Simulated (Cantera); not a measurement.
Mixture: CH4 : O2 : N2 = 1 : 2.04 : 7.67 (molar parts), equivalence ratio 0.98, at 750 Torr, adiabatic and at constant pressure. Ignition delay is the time to a rise of 400 K.

Model: GRI-Mech 3.0 (53 species, 325 reactions), integrated in Cantera.

Problem. What does this change do: 0.28 parts H2O added?

Solution. 
| quantity | before | after |
|---|---|---|
| delay at 1150 K | 94.9 ms | 0.100 s |
| delay at 1250 K | 22.6 ms | 24.2 ms |
| delay at 1350 K | 6.21 ms | 6.69 ms |
| delay at 1450 K | 1.96 ms | 2.10 ms |
| delay at 1550 K | 0.721 ms | 0.757 ms |
| delay at 1650 K | 0.310 ms | 0.318 ms |
| apparent activation energy between 1450 and 1650 K | 180 kJ/mol | 190 kJ/mol |

Problem. What does this change do: pressure from 750 Torr to 3750 Torr?

Solution. 
```json
[
 {"quantity": "delay at 1150 K", "before": "94.9 ms", "after": "19.2 ms"},
 {"quantity": "delay at 1250 K", "before": "22.6 ms", "after": "5.27 ms"},
 {"quantity": "delay at 1350 K", "before": "6.21 ms", "after": "1.62 ms"},
 {"quantity": "delay at 1450 K", "before": "1.96 ms", "after": "0.552 ms"},
 {"quantity": "delay at 1550 K", "before": "0.721 ms", "after": "0.206 ms"},
 {"quantity": "delay at 1650 K", "before": "0.310 ms", "after": "85.5 µs"},
 {"quantity": "apparent activation energy between 1450 and 1650 K", "before": "180 kJ/mol", "after": "190 kJ/mol"}
]
```

Problem. What does this change do: constant volume in place of constant pressure?

Solution. 
```
quantity                                                before       after
--------------------------------------------------  ----------  ----------
delay at 1150 K                                        94.9 ms     90.9 ms
delay at 1250 K                                        22.6 ms     21.5 ms
delay at 1350 K                                        6.21 ms     5.88 ms
delay at 1450 K                                        1.96 ms     1.85 ms
delay at 1550 K                                       0.721 ms    0.683 ms
delay at 1650 K                                       0.310 ms    0.294 ms
apparent activation energy between 1450 and 1650 K  180 kJ/mol  180 kJ/mol
```
